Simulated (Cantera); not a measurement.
Cantera with NASA thermochemical tables; ideal gases at 1 bar, condensed phases pure. Values are per mole of reaction as written; species without (g) are pure solids or liquids, kept so even where they would boil at 1 bar.

### Question
Between 1125 and 2925 K, where is each reaction favourable under standard conditions?
- 0.5 C + F2(g) ⇌ 0.5 CF4(g)
- 0.5 Si + F2(g) ⇌ 0.5 SiF4(g)
- 0.6667 C + F2(g) ⇌ 0.6667 CF3(g)

### Answer
- 0.5 C + F2(g) ⇌ 0.5 CF4(g): ΔG° is -381 kJ at 1125 K and -246 kJ at 2925 K; it stays negative (K > 1). ΔH° is -464 kJ and ΔS° -75 J/K at 2925 K.
- 0.5 Si + F2(g) ⇌ 0.5 SiF4(g): ΔG° is -727 kJ at 1125 K and -579 kJ at 2925 K; it stays negative (K > 1). ΔH° is -831 kJ and ΔS° -86 J/K at 2925 K.
- 0.6667 C + F2(g) ⇌ 0.6667 CF3(g): ΔG° is -279 kJ at 1125 K and -220 kJ at 2925 K; it stays negative (K > 1). ΔH° is -317 kJ and ΔS° -33 J/K at 2925 K.
